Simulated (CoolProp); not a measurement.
Properties of normal hydrogen along the isobar 5.78 MPa (Tc = -240.0 °C, pc = 1.296 MPa, ω = -0.219).

Model: reference Helmholtz-energy equation of state, Leachman 2009, in CoolProp.

```json
[
 {"T (°C)": "-241.45", "phase": "liquid", "cp (kJ/(kg K))": "12.62", "cv (kJ/(kg K))": "6.354", "expansivity (1/kK)": "17.73", "viscosity (µPa s)": "9.81", "conductivity (mW/(m K))": "113", "fugacity coefficient": "0.2339"},
 {"T (°C)": "-224.05", "phase": "supercritical", "cp (kJ/(kg K))": "20.08", "cv (kJ/(kg K))": "6.699", "expansivity (1/kK)": "37.81", "viscosity (µPa s)": "4.93", "conductivity (mW/(m K))": "85.8", "fugacity coefficient": "0.6431"},
 {"T (°C)": "-206.65", "phase": "supercritical", "cp (kJ/(kg K))": "15.24", "cv (kJ/(kg K))": "6.680", "expansivity (1/kK)": "22.62", "viscosity (µPa s)": "4.11", "conductivity (mW/(m K))": "72.8", "fugacity coefficient": "0.8642"},
 {"T (°C)": "-189.25", "phase": "supercritical", "cp (kJ/(kg K))": "13.32", "cv (kJ/(kg K))": "6.884", "expansivity (1/kK)": "14.81", "viscosity (µPa s)": "4.28", "conductivity (mW/(m K))": "75.9", "fugacity coefficient": "0.9578"},
 {"T (°C)": "-171.85", "phase": "supercritical", "cp (kJ/(kg K))": "12.84", "cv (kJ/(kg K))": "7.285", "expansivity (1/kK)": "11.15", "viscosity (µPa s)": "4.63", "conductivity (mW/(m K))": "83.2", "fugacity coefficient": "1.001"},
 {"T (°C)": "-154.55", "phase": "supercritical", "cp (kJ/(kg K))": "12.86", "cv (kJ/(kg K))": "7.757", "expansivity (1/kK)": "9.037", "viscosity (µPa s)": "5.02", "conductivity (mW/(m K))": "92.2", "fugacity coefficient": "1.022"},
 {"T (°C)": "-137.15", "phase": "supercritical", "cp (kJ/(kg K))": "13.06", "cv (kJ/(kg K))": "8.226", "expansivity (1/kK)": "7.636", "viscosity (µPa s)": "5.42", "conductivity (mW/(m K))": "102", "fugacity coefficient": "1.033"},
 {"T (°C)": "-119.75", "phase": "supercritical", "cp (kJ/(kg K))": "13.31", "cv (kJ/(kg K))": "8.646", "expansivity (1/kK)": "6.636", "viscosity (µPa s)": "5.82", "conductivity (mW/(m K))": "113", "fugacity coefficient": "1.038"},
 {"T (°C)": "-102.35", "phase": "supercritical", "cp (kJ/(kg K))": "13.55", "cv (kJ/(kg K))": "9.007", "expansivity (1/kK)": "5.883", "viscosity (µPa s)": "6.22", "conductivity (mW/(m K))": "123", "fugacity coefficient": "1.040"}
]
```

The peak of cp marks the crossing from liquid-like to gas-like fluid above the critical point.

Viscosity comes from a separate model (Muzny 2013). Thermal conductivity comes from a separate model (Assael 2011).
